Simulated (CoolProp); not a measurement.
Cyclopropane at several states: density (kg/m³) from the reference equation and from simpler models built on Tc = 125.5 °C, pc = 5605 kPa, ω = 0.131; each cubic takes its own stable root.

Model: reference Helmholtz-energy equation of state, Polt 1992, in CoolProp. This equation is an older, rougher fit; its heat capacities, sound speeds and derivatives of the liquid may be far off and weren't checked against measurements.

```json
[
 {"T (°C)": "171.45", "p (kPa)": "24.8", "phase": "gas", "reference": "0.2826", "van der Waals": "0.2826", "Redlich-Kwong": "0.2826", "Peng-Robinson": "0.2827"},
 {"T (°C)": "199.35", "p (kPa)": "20.2", "phase": "gas", "reference": "0.2165", "van der Waals": "0.2165", "Redlich-Kwong": "0.2165", "Peng-Robinson": "0.2165"},
 {"T (°C)": "25.25", "p (kPa)": "2040", "phase": "liquid", "reference": "621.6", "van der Waals": "390.2", "Redlich-Kwong": "560.9", "Peng-Robinson": "647.2"},
 {"T (°C)": "173.85", "p (kPa)": "1190", "phase": "gas", "reference": "14.23", "van der Waals": "14.17", "Redlich-Kwong": "14.23", "Peng-Robinson": "14.31"},
 {"T (°C)": "45.95", "p (kPa)": "7840", "phase": "liquid", "reference": "602.6", "van der Waals": "392.8", "Redlich-Kwong": "545.5", "Peng-Robinson": "626.3"},
 {"T (°C)": "181.35", "p (kPa)": "21.3", "phase": "gas", "reference": "0.2374", "van der Waals": "0.2374", "Redlich-Kwong": "0.2374", "Peng-Robinson": "0.2374"}
]
```
